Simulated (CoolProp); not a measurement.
The numbers come from the reference Helmholtz-energy equation of state, Span 2000 in CoolProp.

Question: Give the vapour pressure (MPa), vapour density (kg/m³), enthalpy of vaporisation (kJ/kg), surface tension (mN/m) of saturated nitrogen at -185.25, -167.85, -163.55 °C.

Answer: 
```
T (°C)   p (MPa)  vapour density (kg/m³)  enthalpy of vaporisation (kJ/kg)  surface tension (mN/m)
-------  -------  ----------------------  --------------------------------  ----------------------
-185.25    0.300                    12.7                               184                    6.56
-167.85     1.10                    45.9                               148                    3.08
-163.55     1.43                    61.0                               136                    2.31
```

Surface tension comes from a separate correlation (Mulero 2012).
